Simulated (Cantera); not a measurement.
An isothermal, constant-pressure homogeneous reactor starts with 66.7 % NO, 33.3 % N2, at 2050 K and 0.132 atm.

Detailed kinetics in Cantera: GRI-Mech 3.0 (53 species, 325 reactions).

x: mole fraction; the columns are a selection and need not sum to one.

| t (s) | x NO | x N2O | x O2 | x N2 | x NO2 | x O |
|---|---|---|---|---|---|---|
| 7.00e-6 | 0.667 | 6.86e-7 | 4.11e-10 | 0.333 | 2.22e-9 | … |
| 5.99e-5 | 0.667 | 5.79e-6 | 2.99e-8 | 0.333 | 1.53e-7 | … |
| 0.000512 | 0.667 | 4.47e-5 | 2.29e-6 | 0.333 | 7.21e-6 | … |
| 0.00438 | 0.665 | 0.000176 | 0.000279 | 0.334 | 7.11e-5 | … |
| 0.0374 | 0.655 | 0.000185 | 0.00528 | 0.339 | 9.41e-5 | … |
| 0.320 | 0.564 | 0.000126 | 0.0507 | 0.384 | 0.000165 | … |
| 2.74 | 0.122 | 5.04e-6 | 0.271 | 0.605 | 8.02e-5 | 0.00141 |
| 23.4 | 0.0102 | 1.89e-7 | 0.327 | 0.661 | 7.35e-6 | 0.00153 |
| 200 | 0.0101 | 1.88e-7 | 0.327 | 0.661 | 7.27e-6 | 0.00153 |

Q: Some entries are withheld; supply them.

A: 
- 7.00e-6, x O: 6.85e-7
- 5.99e-5, x O: 5.80e-6
- 0.000512, x O: 4.80e-5
- 0.00438, x O: 0.000307
- 0.0374, x O: 0.000396
- 0.320, x O: 0.000693
